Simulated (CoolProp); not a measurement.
Model: reference Helmholtz-energy equation of state, Beckmüller 2019, in CoolProp.

Question: For n-octane, give the phase and the density (kg/m³), cv (kJ/(kg K)) at 243.1 K and 28.3 bar; 344.1 K and 28.3 bar.

Answer: 
- 243.1 K and 28.3 bar: liquid; density 744, cv 1.63
- 344.1 K and 28.3 bar: liquid; density 664, cv 1.95
